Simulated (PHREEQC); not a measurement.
A solution holds 13 mmol/kgw HF, 2.4 mmol/kgw NaF and 110 mmol/kgw HCl, at 22 °C. Closed to the air; pH follows from the charge balance.

Equilibrium calculation in PHREEQC: ion-association model, phreeqc.dat.

Each row changes one thing in this solution. This is a speciation only: nothing precipitates in the calculation.

```tsv
case	pH	ionic strength (mol/kgw)	F- (mol/kgw)	HF2- (mol/kgw)	NaF (mol/kgw)
as made	1.05	0.110	0.000164	9.32e-6	1.30e-7
HCl left out	2.72	0.00444	0.00426	0.000172	(withheld)
NaF replaced by NaBr at the same molality	1.04	0.113	0.000136	6.53e-6	1.08e-7
diluted 5-fold with water	1.72	0.0221	0.000126	1.39e-6	2.60e-8
0.0076 mol/kgw H2SO4 added	1.02	0.121	0.000154	(withheld)	1.20e-7
HF replaced by KHF2 at the same molality	1.11	0.110	0.000343	3.58e-5	2.72e-7
HF replaced by NH4HF2 at the same molality	1.11	0.110	0.000343	3.58e-5	2.72e-7
temperature from 22 to 65 °C	1.06	0.110	7.51e-5	5.04e-6	5.70e-8
0.015 mol/kgw NaOH added	1.12	0.110	0.000190	1.08e-5	1.09e-6
```

### Question
What belongs in the gaps?

### Answer

- HCl left out, NaF (mol/kgw): 5.09e-6
- 0.0076 mol/kgw H2SO4 added, HF2- (mol/kgw): 8.75e-6

Constants without temperature data keep their 25 °C values here.
